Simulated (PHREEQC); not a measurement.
A made-up water analysis in mmol/kgw, 60 °C, pH 7.62: Na 148; K 41; Ca 16.3; Mg 7.25; Cl 165; S(6) 32.6; Alkalinity (meq/kgw) 0.0518; Si 0.773.

Cl is adjusted to close the charge balance.
Valence states are taken as typed.

Computed with PHREEQC (Pitzer model, pitzer.dat).

Precipitation was switched off in this run.

### Question
Estimate the activity of water, specific conductance.

### Answer
activity of water 0.993; specific conductance 41800 µS/cm.

### Question
In which forms is C present?

### Answer
HCO3- 95 %, CO2 3.0 %, CO3-2 1.2 % of the C.

Constants without temperature data keep their 25 °C values here.
